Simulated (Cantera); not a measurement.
An isothermal, constant-pressure homogeneous reactor starts with H2 : O2 : N2 = 1.8 : 1 : 2.2 (molar parts), at 900 K and 1.00 bar.

Model: the H2/O2 subset of GRI-Mech 3.0, which has no nitrogen chemistry, integrated in Cantera. Below about 950 K walls govern HO2 and H2O2 in real vessels. The temperature is held fixed by assumption; the heat of reaction is taken as removed at once.

One state of this run: x H2 = 0.324; x O2 = 0.182; x H2O2 = 0.00154; x O = 2.41e-8; x H = 2.43e-7. x: mole fraction; the columns are a selection and need not sum to one.

**Question.** Which value of t (s) does it belong to?
A. 0.678
B. 0.0447
C. 0.0115
D. 0.174

**Answer.** A, 0.678
